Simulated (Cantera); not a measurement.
A Cantera script and its output.

```python
import numpy as np
import cantera as ct

gas = ct.Solution("gri30.yaml")
gas.TPX = 300, 100000, {'CH4': 1, 'C2H6': 0.36, 'C3H8': 0.063, 'O2': 3.89, 'N2': 14.6}
flame = ct.FreeFlame(gas, width=0.04)
flame.set_refine_criteria(ratio=3, slope=0.08, curve=0.16)
flame.transport_model = "mixture-averaged"
flame.solve(loglevel=0, auto=True)
z, T = flame.grid, flame.T
thick = (T[-1] - T[0]) / np.gradient(T, z).max()
show = ['CH4', 'C2H6', 'C3H8', 'NO2', 'H2', 'H2O2']
print(f"laminar burning velocity  {flame.velocity[0] * 100:.3f} cm/s")
print(f"burnt temperature         {T[-1]:.1f} K")
print(f"thermal thickness         {thick * 1e3:.4f} mm")
print(f"grid points               {len(z)}")
z0 = z[flame.heat_release_rate.argmax()]
print(f"{'z/mm':>9s}{'T/K':>9s}{'u/(m/s)':>9s}" + "".join(f"{s:>11s}" for s in show))
rows = []
for k in (-3, -2, -1.5, -1, -0.5, -0.25, 0, 0.25, 0.5, 1, 2, 4, 8):
    zz = z0 + k * thick
    rows.append([k * thick, np.interp(zz, z, T), np.interp(zz, z, flame.velocity),
                 *(np.interp(zz, z, flame.X[gas.species_index(s)]) for s in show)])
    print(f"{rows[-1][0] * 1e3:9.3f}{rows[-1][1]:9.1f}{rows[-1][2]:9.3f}" + "".join(f"{x:11.3e}" for x in rows[-1][3:]))
```

Output:

```
laminar burning velocity  37.859 cm/s
burnt temperature         2183.0 K
thermal thickness         0.4262 mm
grid points               150
     z/mm      T/K  u/(m/s)        CH4       C2H6       C3H8        NO2         H2       H2O2
   -1.279    300.1    0.379  5.019e-02  1.807e-02  3.163e-03  3.853e-11  4.505e-04  1.290e-08
   -0.852    300.8    0.380  5.012e-02  1.805e-02  3.160e-03  6.451e-10  1.387e-03  1.697e-07
   -0.639    305.8    0.387  4.988e-02  1.802e-02  3.155e-03  6.354e-09  2.843e-03  1.300e-06
   -0.426    359.3    0.457  4.805e-02  1.773e-02  3.128e-03  9.414e-08  6.160e-03  1.337e-05
   -0.213    788.8    1.021  3.515e-02  1.308e-02  2.444e-03  3.550e-07  1.168e-02  5.015e-05
   -0.107   1228.3    1.611  2.096e-02  5.905e-03  1.005e-03  7.927e-08  1.427e-02  3.154e-05
    0.000   1632.2    2.159  5.513e-03  3.470e-04  2.758e-05  8.950e-09  1.418e-02  1.592e-06
    0.107   1790.2    2.363  3.685e-04  6.422e-07  8.965e-09  2.674e-09  1.033e-02  4.472e-07
    0.213   1843.2    2.421  1.180e-05  2.970e-10  5.429e-13  2.795e-09  8.536e-03  3.847e-07
    0.426   1908.2    2.491  1.964e-08  1.942e-15  2.397e-19  3.322e-09  7.846e-03  3.009e-07
    0.852   1984.3    2.578  4.217e-13  6.767e-22  1.713e-28  4.471e-09  6.615e-03  2.121e-07
    1.705   2059.6    2.664  1.803e-17  6.450e-30  9.193e-40  6.933e-09  4.795e-03  1.443e-07
    3.410   2120.2    2.732  4.225e-18 -6.835e-31  2.186e-47  1.171e-08  3.126e-03  1.010e-07
```

Computed with Cantera and GRI-Mech 3.0 (53 species, 325 reactions). Burning velocities carry a grid error of a few per cent, more on coarse grids.
